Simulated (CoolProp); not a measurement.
50 sccm (0 °C, 1 atm) of nitrogen bubbles through liquid toluene at 322.7 K and leaves saturated at a total pressure of 0.104 MPa (ideal gas phase). Each further row changes one setting.

Computed with CoolProp (reference Helmholtz-energy equation of state, Lemmon 2006). It is a short technical equation, of lower accuracy than the large ones.

```json
[
 {"case": "as stated", "vapour pressure (kPa)": "12.1", "mole fraction of vapour": "0.116", "delivery (mg/min)": "26.9", "delivery (sccm)": "6.56", "change of delivery for a bath 1 K warmer (%)": "5.0"},
 {"case": "bath temperature 327.7 K", "vapour pressure (kPa)": "14.9", "mole fraction of vapour": "0.143", "delivery (mg/min)": "34.3", "delivery (sccm)": "8.34", "change of delivery for a bath 1 K warmer (%)": "4.9"},
 {"case": "total pressure 0.208 MPa", "vapour pressure (kPa)": "12.1", "mole fraction of vapour": "0.0580", "delivery (mg/min)": "12.6", "delivery (sccm)": "3.08", "change of delivery for a bath 1 K warmer (%)": "4.6"}
]
```
